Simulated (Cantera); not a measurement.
What does this Cantera script print?

```python
import numpy as np
import cantera as ct

gas_names = [...]  # 123 gases of nasa_gas.yaml made of C, H, O, Si
cond_names = """
    C(gr) C6H6(L) C7H8(L) C8H18(L),n-octa H2O(s) H2O(L) Si(cr) Si(L) SiC(b) SiO2(Lqz) SiO2(hqz) SiO2(L)
""".split()


# ... load() reads the species with a 1 bar reference pressure and builds the phases ...
atoms = {
    'SiC': {'Si': 1, 'C': 1},
    'O2': {'O': 2},
    'H2': {'H': 2},
}
top_T = {'C(gr)': 4500, 'SiC(b)': 3050}  # K; cautious upper limits of use, not melting points


# ... equilibrate(T, P, feed) seeds the gas with the atoms and calls Mixture.equilibrate('TP', solver="vcs", rtol=1e-11, max_steps=5000) ...
results = []
feed = {'SiC': 1, 'O2': 0.94, 'H2': 110}  # mol
P = 400  # Pa
for T in [1700, 1725, 1750, 1775, 1800, 1825, 1850, 1875, 1900]:
    mix = equilibrate(T, P, feed)
    results.append((T, P, feed, dict(zip(mix.species_names, mix.species_moles))))

top = {s: max(r[3][s] / sum(r[3][g] for g in gas_names) for r in results) for s in gas_names}
cols = sorted((s for s in top if top[s] > 1e-05), key=lambda s: -top[s])[:6]
seen = [c for c in cond_names if any(r[3].get(c, 0) > 1e-12 for r in results)]
print("log10 of partial pressures in bar; condensed amounts in mol")
print(f"{'T/K':>10s}" + "".join(f"{s[:9]:>10s}" for s in cols + seen))
for T, P, feed, n in results:
    ng = sum(n[g] for g in gas_names)
    print(f"{T:10.4g}" + "".join(f"{np.log10(max(n[s] / ng * P / 1e5, 1e-99)):10.3f}" for s in cols)
          + "".join(f"{n.get(c, 0):10.4g}" for c in seen))
```

Output:

```
log10 of partial pressures in bar; condensed amounts in mol
       T/K        H2         H        CO       SiO        Si       SiH    SiC(b)
      1700    -2.406    -5.035    -4.473    -4.475    -6.804    -7.818   0.05733
      1725    -2.407    -4.934    -4.472    -4.476    -6.593    -7.641   0.05573
      1750    -2.407    -4.837    -4.471    -4.477    -6.387    -7.469   0.05324
      1775    -2.407    -4.742    -4.470    -4.479    -6.188    -7.303   0.04944
      1800    -2.408    -4.650    -4.468    -4.482    -5.996    -7.143   0.04368
      1825    -2.409    -4.560    -4.464    -4.486    -5.810    -6.988   0.03511
      1850    -2.409    -4.473    -4.459    -4.493    -5.632    -6.840   0.02255
      1875    -2.410    -4.389    -4.452    -4.502    -5.460    -6.698  0.004489
      1900    -2.411    -4.306    -4.450    -4.505    -5.416    -6.683         0
```

These are equilibrium values from Cantera (NASA tables, ideal gas, pure condensed phases), not measurements of a reactor. Gases not in the tables: Si2H6 and higher silanes.
